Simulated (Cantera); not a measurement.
An isothermal, constant-pressure homogeneous reactor starts with CH₄ : O₂ : N₂ = 0.0021 : 0.002 : 1 (molar parts), at 1473 K and 2.90 bar.

Detailed kinetics in Cantera: GRI-Mech 3.0 (53 species, 325 reactions).

x: mole fraction; the columns are a selection and need not sum to one.

| t (s) | x CH₄ | x O₂ | x N₂O | x CH₃ | x NO₂ | x H₂O₂ | x H₂ |
|---|---|---|---|---|---|---|---|
| 0.000600 | 0.00209 | 0.00199 | 1.24e-11 | 1.14e-6 | <1e-12 | 9.51e-12 | 3.92e-7 |
| 0.00118 | 0.00209 | 0.00199 | 2.82e-11 | … | <1e-12 | 9.18e-12 | … |
| 0.00232 | 0.00209 | 0.00199 | 6.50e-11 | 3.67e-6 | <1e-12 | 9.36e-12 | 1.90e-6 |
| 0.00456 | 0.00208 | 0.00199 | 1.57e-10 | … | <1e-12 | 1.16e-11 | … |
| 0.00896 | 0.00205 | 0.00198 | 4.15e-10 | 8.80e-6 | <1e-12 | 1.87e-11 | 1.50e-5 |
| 0.0176 | 0.00197 | 0.00195 | 1.25e-9 | 1.38e-5 | <1e-12 | 3.69e-11 | 5.98e-5 |
| 0.0346 | 0.00164 | 0.00179 | 4.32e-9 | 1.94e-5 | <1e-12 | 7.83e-11 | 0.000282 |
| 0.0681 | 0.000443 | 0.000615 | 1.40e-8 | 1.42e-5 | 3.04e-11 | 1.52e-10 | 0.00127 |
| 0.134 | 0.000214 | 6.27e-5 | 1.49e-9 | 2.77e-6 | 1.14e-11 | 9.32e-12 | 0.00137 |
| 0.263 | 0.000208 | 1.73e-5 | 1.62e-10 | 1.33e-6 | 3.29e-12 | 1.55e-12 | 0.00137 |
| 0.517 | 0.000204 | 4.22e-6 | 2.76e-11 | 9.12e-7 | <1e-12 | <1e-12 | 0.00140 |
| 1.02 | 0.000195 | 4.58e-7 | 3.13e-12 | 7.66e-7 | <1e-12 | <1e-12 | 0.00145 |
| 2.00 | 0.000180 | 6.67e-9 | <1e-12 | 6.80e-7 | <1e-12 | <1e-12 | 0.00154 |

**Question.** What belongs in the gaps?

**Answer.** 
- 0.00118, x CH₃: 2.16e-6
- 0.00118, x H₂: 8.33e-7
- 0.00456, x CH₃: 5.68e-6
- 0.00456, x H₂: 4.86e-6
